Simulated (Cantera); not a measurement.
Input: 1 mol SiF4, 22 mol O2, 0.86 mol H2, at 1523.15 K and 40.0 Pa.

These are equilibrium values from Cantera (NASA tables, ideal gas, pure condensed phases), not measurements of a reactor. Candidate condensed phases: H2O, Si, SiO2; 38 gas species. The tables hold silica as quartz up to 1696 K and as liquid above; real silica turns to tridymite and cristobalite and melts near 1996 K. The numbers say what is thermodynamically allowed, not how fast it happens.

Base state: O2 0.904, HF 0.0717, SiF4 0.0240, O 0.000263, H2O 0.000150, OH 3.76e-5, F 1.89e-5 (mole fractions); condensed: SiO2(β-quartz).

Task: What changes in the equilibrium state with this change: O2 from 22 to 0.12 mol?

Result: 
| species | before | after |
|---|---|---|
| SiF4 | 0.0240 | 0.416 |
| H2 | 2.02e-8 | 0.293 |
| HF | 0.0717 | 0.267 |
| O2 | 0.904 | <1e-9 |
| SiF3 | 1.04e-6 | 0.0185 |
| SiO | 1.12e-9 | 0.00487 |
| SiF2 | <1e-9 | 0.000448 |
| SiHF3 | <1e-9 | 0.000264 |
| SiO2(β-quartz), mol | 0.428 | 0.115 |
The tables' values for SiF3, SiF2 are old estimates; treat these amounts as uncertain.

Task: What changes in the equilibrium state with this change: pressure from 40.0 Pa to 69.0 mbar?

Result: 
| species | before | after |
|---|---|---|
| O2 | 0.904 | 0.905 |
| HF | 0.0717 | 0.0686 |
| SiF4 | 0.0240 | 0.0248 |
| H2O | 0.000150 | 0.00177 |
| O | 0.000263 | 2.00e-5 |
| F | 1.89e-5 | 1.45e-6 |
| OH | 3.76e-5 | 3.57e-5 |
| SiO2(β-quartz), mol | 0.428 | 0.409 |

Task: What changes in the equilibrium state with this change: O2 from 22 to 0.96 mol?

Result: 
| species | before | after |
|---|---|---|
| HF | 0.0717 | 0.604 |
| SiF4 | 0.0240 | 0.204 |
| O2 | 0.904 | 0.188 |
| H2O | 0.000150 | 0.00364 |
| OH | 3.76e-5 | 0.000125 |
| O | 0.000263 | 0.000120 |
| F | 1.89e-5 | 2.18e-5 |
| SiO2(β-quartz), mol | 0.428 | 0.425 |
